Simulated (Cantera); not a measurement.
Input: 1 mol MgCO3, 0.014 mol O2, 1.9 mol C, at 623 K and 0.100 bar.

These are equilibrium values from Cantera (NASA tables, ideal gas, pure condensed phases), not measurements of a reactor. Candidate condensed phases: C, Mg, MgCO3, MgO; 15 gas species. Rates play no part.

Base state: CO2 0.992, CO 0.00788 (mole fractions); condensed: C(graphite) + MgO(s).

**Question.** What changes in the equilibrium state with this change: temperature from 623 K to 1250 K?

**Answer.** 
```tsv
species	before	after
CO	0.00788	0.999
CO2	0.992	0.000961
C(graphite), mol	1.88	0.874
MgO(s), mol	1.00	1.00
```

**Question.** What changes in the equilibrium state with this change: temperature from 623 K to 1123 K?

**Answer.** 
| species | before | after |
|---|---|---|
| CO | 0.00788 | 0.994 |
| CO2 | 0.992 | 0.00597 |
| C(graphite), mol | 1.88 | 0.884 |
| MgO(s), mol | 1.00 | 1.00 |
